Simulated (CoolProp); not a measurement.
Vapour-liquid equilibrium of nitrogen (1) + oxygen (2) at 0.38 MPa; x and y are mole fractions of (1).

Model: multi-fluid Helmholtz-energy mixture model, Span 2000 and Schmidt 1985; pair parameters Gernert 2013, in CoolProp.

```csv
x,bubble temperature (°C),y at the bubble point,dew temperature at overall composition x (°C),liquid density (mol/L)
0.05,…,0.135,-168.6,32.95
0.15,-171.8,0.342,-169.6,…
0.25,-173.7,…,-170.7,31.68
0.35,-175.3,0.609,-171.9,31.00
0.45,-176.7,0.701,-173.1,30.31
0.55,-178.0,0.776,-174.5,29.61
0.65,-179.1,…,-175.9,28.91
0.75,-180.2,0.893,-177.5,28.21
0.85,-181.2,0.940,-179.3,27.51
0.95,-182.1,0.981,…,26.82
```

Question: Some entries are withheld; supply them.

Answer: 
- 0.05, bubble temperature (°C): -169.5
- 0.15, liquid density (mol/L): 32.34
- 0.25, y at the bubble point: 0.493
- 0.65, y at the bubble point: 0.839
- 0.95, dew temperature at overall composition x (°C): -181.4

No azeotrope shows between x = 0.05 and 0.95.

The pair parameters rest on a limited set of measurements; away from them the model extrapolates.
